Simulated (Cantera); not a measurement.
What does this Cantera script print?

```python
import numpy as np
import cantera as ct

gas_names = """
    N NO NO2 NO3 N2 N2O O O2 O3 Si SiN SiO SiO2 Si2 Si2N Si3
""".split()
cond_names = """
    Si(cr) Si(L) SiO2(Lqz) SiO2(hqz) SiO2(L) Si2N2O(s) Si3N4(a)
""".split()


# ... load() reads the species with a 1 bar reference pressure and builds the phases ...
atoms = {
    'Si': {'Si': 1},
    'O2': {'O': 2},
    'N2': {'N': 2},
}
top_T = {'Si2N2O(s)': 2100, 'Si3N4(a)': 2400}  # K; cautious upper limits of use, not melting points


# ... equilibrate(T, P, feed) seeds the gas with the atoms and calls Mixture.equilibrate('TP', solver="vcs", rtol=1e-11, max_steps=5000) ...
results = []
feed = {'Si': 1, 'O2': 0.013, 'N2': 1.6}  # mol
T = 1898  # K
for P in [0.1, 0.6, 3.6, 22, 130, 770, 4600, 28000, 170000, 1000000]:
    mix = equilibrate(T, P, feed)
    results.append((T, P, feed, dict(zip(mix.species_names, mix.species_moles))))

top = {s: max(r[3][s] / sum(r[3][g] for g in gas_names) for r in results) for s in gas_names}
cols = sorted((s for s in top if top[s] > 1e-05), key=lambda s: -top[s])[:6]
seen = [c for c in cond_names if any(r[3].get(c, 0) > 1e-12 for r in results)]
print("log10 of partial pressures in bar; condensed amounts in mol")
print(f"{'P/Pa':>10s}" + "".join(f"{s[:9]:>10s}" for s in cols + seen))
for T, P, feed, n in results:
    ng = sum(n[g] for g in gas_names)
    print(f"{P:10.4g}" + "".join(f"{np.log10(max(n[s] / ng * P / 1e5, 1e-99)):10.3f}" for s in cols)
          + "".join(f"{n.get(c, 0):10.4g}" for c in seen))
```

It prints:

```
log10 of partial pressures in bar; condensed amounts in mol
      P/Pa        N2        Si       SiO       Si2      Si2N       Si3     Si(L) Si2N2O(s)  Si3N4(a)
       0.1    -6.211    -6.427    -8.000   -10.040   -11.360   -12.202         0         0         0
       0.6    -5.432    -5.650    -7.221    -8.486    -9.417    -9.871         0         0         0
       3.6    -4.635    -4.911    -6.424    -7.008    -7.540    -7.654    0.1031         0         0
        22    -3.690    -4.911    -5.479    -7.008    -7.067    -7.654    0.8739         0         0
       130    -2.897    -4.911    -4.686    -7.008    -6.671    -7.654    0.9574         0         0
       770    -2.121    -4.911    -3.910    -7.008    -6.283    -7.654     0.971         0         0
      4600    -1.349    -4.943    -2.912    -7.073    -5.962    -7.752         0         0    0.3246
   2.8e+04    -0.554    -5.473    -3.130    -8.133    -6.624    -9.342         0    0.0235    0.3168
   1.7e+05     0.230    -5.996    -3.392    -9.179    -7.278   -10.911         0   0.02577    0.3161
     1e+06     1.000    -6.509    -3.648   -10.205    -7.919   -12.450         0   0.02598     0.316
```

Method: chemical equilibrium by Gibbs-energy minimisation in Cantera with the NASA 1993 tables (ideal gas, pure condensed phases). Mutual solubility and eutectic melting of coexisting phases are not modelled. The tables' values for SiN are old estimates; treat these amounts as uncertain.
